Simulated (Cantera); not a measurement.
Input: 1 mol N2O, 1.1 mol H2, 0.26 mol O2, held at 12.0 Pa.

Equilibrium computed with Cantera from the NASA thermochemical tables; the gas is ideal and each condensed phase is pure. Candidate condensed phases: H2O; 24 gas species. The numbers say what is thermodynamically allowed, not how fast it happens. All values below are at 1175 K.

Base state: H2O 0.476, N2 0.433, O2 0.0909, NO 7.84e-5, OH 3.58e-5 (mole fractions); condensed: gas only.

### Question
What changes in the equilibrium state with this change: H2 from 1.1 to 0.34 mol?

### Answer
```
species   before     after
-------  -------  --------
N2         0.433     0.518
O2        0.0909     0.306
H2O        0.476     0.176
NO       7.84e-5  0.000157
OH       3.58e-5   2.95e-5
```
